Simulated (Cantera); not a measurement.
Charge: 1 mol trisilylamine, a varied amount of N2, 1.5 mol H2, at 823.15 K and 0.390 bar.

Method: chemical equilibrium by Gibbs-energy minimisation in Cantera with the NASA 1993 tables (ideal gas, pure condensed phases). Candidate condensed phases: Si, Si3N4; 18 gas species. The feed counts by its element totals alone. Rates play no part.

Question: Which condensed phases are stable at each of these points (n(N2) (mol)): 0.24, 0.33, 0.46, 0.64, 0.89, 1.2, 1.7?

Answer: 
```tsv
n(N2) (mol)	condensed phases	Si condensed (%)
0.24	Si(s) + Si3N4(s)	100.0
0.33	Si(s) + Si3N4(s)	100.0
0.46	Si(s) + Si3N4(s)	100.0
0.64	Si(s) + Si3N4(s)	100.0
0.89	Si(s) + Si3N4(s)	100.0
1.2	Si(s) + Si3N4(s)	100.0
1.7	Si3N4(s)	100.0
```

From 0.24 mol N2 to 1.2 mol N2 the condensed part is Si(s) + Si3N4(s). At 1.7 mol N2 the condensed part is Si3N4(s).
